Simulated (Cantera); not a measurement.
A perfectly stirred reactor is fed with CH₄ : C₂H₆ : C₃H₈ : O₂ : N₂ = 1 : 0.035 : 1.2 : 13.8 : 51.8 (molar parts), equivalence ratio 0.59, at 10.0 bar; it is adiabatic with a 725 K inlet, and is followed from long to short residence time, starting on the burning branch (τ in s: 0.053, 0.024, 0.011, 0.0048, 0.0021, 0.00095, 0.00042, 0.00019, 8.5e-05, 3.8e-05, 1.7e-05, 7.6e-06).

Detailed kinetics in Cantera: GRI-Mech 3.0 (53 species, 325 reactions). GRI-Mech 3.0 was tuned for natural gas; its chemistry of propane as a main component is partial and can be far from experiment.

**Question.** What does this change do: C3H8 1.2 to 1.7 parts?

**Answer.** 
```
quantity                                                                      before                               after
------------------------------------------------  ----------------------------------  ----------------------------------
blow-out, bracketed by the residence times tried  burning at 38.0 µs, out at 17.0 µs  burning at 17.0 µs, out at 7.60 µs
x(CH₄) at τ = 53.0 ms                                                        6.47e-7                             1.69e-7
x(C₂H₆) at τ = 53.0 ms                                                       3.72e-9                            8.62e-10
x(C₃H₈) at τ = 53.0 ms                                                       1.11e-7                             3.75e-8
x(HCO) at τ = 53.0 ms                                                        2.42e-9                             3.15e-9
x(CO₂) at τ = 53.0 ms                                                         0.0674                              0.0863
x(CH₄) at τ = 0.420 ms                                                       2.71e-5                             1.18e-5
x(C₂H₆) at τ = 0.420 ms                                                      2.30e-7                             8.59e-8
x(C₃H₈) at τ = 0.420 ms                                                      7.28e-6                             3.49e-6
x(HCO) at τ = 0.420 ms                                                       3.39e-7                             4.11e-7
x(CO₂) at τ = 0.420 ms                                                        0.0644                              0.0825
```
